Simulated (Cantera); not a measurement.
Feed: 1 mol C2H4, 1.2 mol CO2, 0.74 mol H2, at 0.640 bar.

Cantera equilibrium calculation (NASA polynomials, part measured and part estimated; ideal gas, pure solids and liquids). Candidate condensed phases: C, C6H6, C7H8, C8H18, H2O; 131 gas species. Ions and electrons are included (thermal ionisation). Kinetics and transport are ignored.

x: gas mole fraction; n: condensed amount in mol.

```csv
T (°C),x H,x H2,x CO,x C,x C2H2 (acetylene),x C3,x C2H,n C(graphite)
1727,0.00148,0.531,0.467,4.76e-11,0.000408,4.33e-11,2.13e-8,0.795
1977,0.00673,0.526,0.465,5.69e-9,0.00176,1.02e-8,8.94e-7,0.782
2227,0.0224,0.510,0.462,2.60e-7,0.00552,7.77e-7,1.74e-5,0.742
2477,0.0589,0.474,0.453,5.90e-6,0.0133,2.64e-5,0.000192,(withheld)
2727,0.126,0.409,0.437,7.92e-5,0.0254,0.000487,0.00135,(withheld)
2977,0.224,0.312,0.410,0.000710,0.0379,0.00566,0.00649,(withheld)
3227,0.349,0.223,0.373,0.00316,0.0221,0.0144,0.0109,0
3477,0.469,0.140,0.340,0.00942,0.00786,0.0177,0.0105,0
3727,0.552,0.0769,0.315,0.0220,0.00211,0.0152,0.00741,0
3977,0.596,0.0395,0.298,0.0413,0.000459,0.00939,0.00405,0
4227,0.614,0.0202,0.288,0.0626,8.19e-5,0.00395,0.00169,0
4477,0.621,0.0108,0.282,0.0778,1.25e-5,0.00115,0.000561,0
4727,0.625,0.00604,0.279,0.0858,1.88e-6,0.000280,0.000170,0
```

**Question.** What belongs in the gaps?

**Answer.** 
- 2477, n C(graphite): 0.652
- 2727, n C(graphite): 0.480
- 2977, n C(graphite): 0.110
